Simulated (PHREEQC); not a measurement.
1 kg of water holding 0.018 mol/kgw Na2CO3, 0.035 mol/kgw NaCl and 0.2 mol/kgw Na2SO4 is evaporated at 30 °C; the solids stay in contact with the brine. CO2 is held at log p = -3.4 (atm). The run lets Burkeite, Halite, Mirabilite, Nahcolite, Natron, Thenardite, Trona precipitate or redissolve, and no other solid.

The series has 20 steps of water left (kg), from 0.9999 to 0.02405.

The numbers come from PHREEQC with the Pitzer model, pitzer.dat.

Which solids form, in which order, and at which step of the series does each first stand?

Mirabilite from water left = 0.05419 kg (pH 9.62), last present at water left = 0.0404 kg; Thenardite from water left = 0.0404 kg (pH 9.67).
